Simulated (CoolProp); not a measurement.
Properties of water along the isotherm 469.65 °C (Tc = 373.9 °C, pc = 22060 kPa, ω = 0.344).

Model: reference Helmholtz-energy equation of state, Wagner 2002, in CoolProp.

```csv
p (kPa),phase,cv (kJ/(kg K)),Joule-Thomson coefficient (K/MPa),isothermal compressibility (1/MPa)
34.9,gas,1.649,5.591,28.66
51.2,gas,1.650,5.591,19.54
75.2,gas,1.650,5.591,13.31
110,gas,1.651,5.590,9.100
162,gas,1.652,5.590,6.182
238,gas,1.653,5.589,4.211
349,gas,1.655,5.588,2.874
512,gas,1.658,5.587,1.962
752,gas,1.663,5.584,1.339
1100,gas,1.669,5.581,0.9182
1620,gas,1.679,5.574,0.6265
2380,gas,1.695,5.563,0.4295
3490,gas,1.718,5.544,0.2962
5120,gas,1.753,5.509,0.2054
7520,gas,1.808,5.443,0.1437
11000,gas,1.895,5.319,0.1027
```
